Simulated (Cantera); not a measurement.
Input: 1 mol Si, 0.92 mol O₂, 6.2 mol H₂, held at 0.413 Torr.

These are equilibrium values from Cantera (NASA tables, ideal gas, pure condensed phases), not measurements of a reactor. Candidate condensed phases: H₂O, Si, SiO₂; 18 gas species. The tables hold silica as quartz up to 1696 K and as liquid above; real silica turns to tridymite and cristobalite and melts near 1996 K. Rates play no part.

**Question.** Which condensed phases are stable at each of these points (T (K)): 1648, 1723, 1798, 1873, 1948, 2023, 2098, 2173, 2248?

**Answer.** 
| T (K) | condensed phases | Si condensed (%) |
|---|---|---|
| 1648 | SiO₂(β-quartz) | 80.9 |
| 1723 | SiO₂(condensed) | 72.3 |
| 1798 | SiO₂(condensed) | 52.4 |
| 1873 | SiO₂(condensed) | 13.7 |
| 1948 | gas only | 0.0 |
| 2023 | gas only | 0.0 |
| 2098 | gas only | 0.0 |
| 2173 | gas only | 0.0 |
| 2248 | gas only | 0.0 |

At 1648 K the condensed part is SiO₂(β-quartz). From 1723 K to 1873 K the condensed part is SiO₂(condensed). From 1948 K to 2248 K nothing is condensed.
